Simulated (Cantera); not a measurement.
Input: 1 mol Pb, 27 mol H2, equilibrated at 1475 K.

Equilibrium computed with Cantera from the NASA thermochemical tables; the gas is ideal and each condensed phase is pure. Candidate condensed phases: Pb; 4 gas species. Equilibrium is a limit: real reactors are often held back by kinetics, nucleation or transport.

x: gas mole fraction; n: condensed amount in mol.

```json
[
 {"P (Pa)": "10", "x H2": "0.963", "x Pb": "0.0357", "x H": "?", "x Pb2": "2.36e-9", "n Pb(l)": "0"},
 {"P (Pa)": "42", "x H2": "0.964", "x Pb": "0.0357", "x H": "?", "x Pb2": "9.93e-9", "n Pb(l)": "0"},
 {"P (Pa)": "180", "x H2": "0.964", "x Pb": "0.0357", "x H": "?", "x Pb2": "4.26e-8", "n Pb(l)": "0"},
 {"P (Pa)": "750", "x H2": "0.964", "x Pb": "0.0357", "x H": "?", "x Pb2": "1.77e-7", "n Pb(l)": "0"},
 {"P (Pa)": "3200", "x H2": "0.964", "x Pb": "0.0357", "x H": "?", "x Pb2": "7.57e-7", "n Pb(l)": "0"},
 {"P (Pa)": "13000", "x H2": "0.964", "x Pb": "0.0357", "x H": "?", "x Pb2": "3.08e-6", "n Pb(l)": "0"},
 {"P (Pa)": "56000", "x H2": "0.966", "x Pb": "0.0343", "x H": "?", "x Pb2": "1.22e-5", "n Pb(l)": "0.0402"},
 {"P (Pa)": "240000", "x H2": "0.992", "x Pb": "0.00800", "x H": "?", "x Pb2": "2.85e-6", "n Pb(l)": "0.782"},
 {"P (Pa)": "1000000", "x H2": "0.998", "x Pb": "0.00192", "x H": "?", "x Pb2": "6.85e-7", "n Pb(l)": "0.948"}
]
```

Task: Complete the blanks.

Result: 
- 10, x H: 0.00127
- 42, x H: 0.000621
- 180, x H: 0.000300
- 750, x H: 0.000147
- 3200, x H: 7.12e-5
- 13000, x H: 3.53e-5
- 56000, x H: 1.70e-5
- 240000, x H: 8.34e-6
- 1000000, x H: 4.10e-6
